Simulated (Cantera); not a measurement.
A perfectly stirred reactor is fed with H₂ : O₂ = 0.05 : 1 (molar parts), at 840 Pa; it is held at 1123 K, and followed from long to short residence time.

Cantera simulation using GRI-Mech 3.0 (53 species, 325 reactions); the numbers are that mechanism's predictions, not measurements. Radical loss at walls, strong at low pressure, is not modelled. The temperature is held fixed by assumption; the heat of reaction is taken as removed at once.

Problem. What does this change do: temperature 1123 to 1275 K?

Solution. 
```tsv
quantity	before	after
x(H₂) at τ = 1.80 s	0.000192	0.000165
x(O₂) at τ = 1.80 s	0.948	0.945
x(H) at τ = 1.80 s	0.000273	0.000376
x(H₂O₂) at τ = 1.80 s	5.42e-8	3.47e-8
x(OH) at τ = 1.80 s	0.000852	0.00169
x(H₂) at τ = 0.100 s	0.00101	0.000758
x(O₂) at τ = 0.100 s	0.935	0.928
x(H) at τ = 0.100 s	0.00312	0.00331
x(H₂O₂) at τ = 0.100 s	7.02e-8	4.89e-8
x(OH) at τ = 0.100 s	0.00204	0.00347
```
